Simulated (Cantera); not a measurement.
Mixture: CH4 : O2 : N2 = 1 : 1.43 : 5.43 (molar parts), equivalence ratio 1.4, at 3750 Torr, adiabatic and at constant volume. Ignition delay is the time to a rise of 400 K.

Computed with Cantera and GRI-Mech 3.0 (53 species, 325 reactions).

Task: Predict: delay at 1000 K; delay at 1200 K; delay at 1400 K; delay at 1600 K; delay at 1800 K; apparent activation energy between 1600 and 1800 K.

Result: 
```
Item                                                     Value
--------------------------------------------------  ----------
delay at 1000 K                                        0.209 s
delay at 1200 K                                        11.4 ms
delay at 1400 K                                        1.04 ms
delay at 1600 K                                       0.139 ms
delay at 1800 K                                        27.5 µs
apparent activation energy between 1600 and 1800 K  190 kJ/mol
```
